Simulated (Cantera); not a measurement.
Input: 1 mol CuO, 0.94 mol C, 0.82 mol N₂, held at 0.100 bar.

These are equilibrium values from Cantera (NASA tables, ideal gas, pure condensed phases), not measurements of a reactor. Candidate condensed phases: C, Cu, CuO, Cu₂O; 27 gas species. Kinetics and transport are ignored.

At 1698 K, list the 4 most abundant gas species with their mole fractions, and the condensed phases.

CO 0.499, N₂ 0.465, CO₂ 0.0340, Cu 0.00155. Condensed: Cu(l).
